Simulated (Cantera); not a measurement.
A freely propagating, adiabatic, planar premixed flame of 45.7 % H2, 11.4 % O2, 42.9 % N2, unburnt at 323 K and 0.460 bar; mixture-averaged transport, grid criteria slope 0.08 and curve 0.16, no radiation.

Cantera simulation using the H2/O2 subset of GRI-Mech 3.0, which has no nitrogen chemistry; the numbers are that mechanism's predictions, not measurements. Burning velocities carry a grid error of a few per cent, more on coarse grids.

### Question
Predict: laminar burning velocity; thermal thickness; peak x(H); peak x(O); peak x(H2O2); peak x(HO2).

### Answer
```json
{
  "laminar_burning_velocity": "317 cm/s",
  "thermal_thickness": "0.950 mm",
  "peak x(H)": "0.0863",
  "peak x(O)": "0.00338",
  "peak x(H2O2)": "7.32e-5",
  "peak x(HO2)": "0.000286"
}
```
